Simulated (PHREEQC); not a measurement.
Model water analysis in mg/L, 16 °C, pH 6.74, pe 12.8:

| constituent | mg/L |
|---|---|
| Na | 3.05 |
| K | 1.44 |
| Ca | 0.607 |
| Mg | 0.0538 |
| Cl | 3.32 |
| S(6) as SO4 | 2.41 |
| Alkalinity as HCO3 | 3.32 |
| Br | 0.0542 |
| Zn | 0.0269 |
| Ba | 0.29 |
| Cd | 0.51 |
| Cu(2) | 0.0024 |
| B | 0.000686 |

Valence states are taken as typed.

Computed with PHREEQC (ion-association model, wateq4f.dat).

This is a speciation only: nothing precipitates in the calculation.

Question: Estimate the charge-balance error.

Answer: charge-balance error 4.7 %.

Question: In which forms is Cu present?

Answer: Cu+2 58 %, Cu(OH)2 34 %, CuCO3 3.3 %, CuOH+ 3.0 %, CuHCO3+ 1.5 % of the Cu.

The database's constant for dissolved Cu(OH)2 is higher than later reviews accept.
